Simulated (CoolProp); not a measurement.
Octamethylcyclotetrasiloxane (D4) at several states: Z from the reference equation and from simpler models built on Tc = 313.4 °C, pc = 13.47 bar, ω = 0.598; each cubic takes its own stable root.

Values from CoolProp's reference Helmholtz-energy equation of state, Thol 2015.

```csv
T (°C),p (bar),phase,reference,van der Waals,Redlich-Kwong,Soave-Redlich-Kwong,Peng-Robinson
235.55,15.2,liquid,[?],[?],0.1895,[?],[?]
281.05,0.707,gas,0.9767,0.9819,0.9787,0.9774,0.9753
259.45,42,liquid,0.4176,0.6268,0.4756,[?],0.4053
82.05,7.09,liquid,0.08036,[?],0.09559,[?],0.07929
```

Q: Fill in the missing entries.

A: 
- 235.55, reference: 0.1558
- 235.55, van der Waals: 0.2574
- 235.55, Soave-Redlich-Kwong: 0.1736
- 235.55, Peng-Robinson: 0.1536
- 259.45, Soave-Redlich-Kwong: 0.4552
- 82.05, van der Waals: 0.1400
- 82.05, Soave-Redlich-Kwong: 0.08922
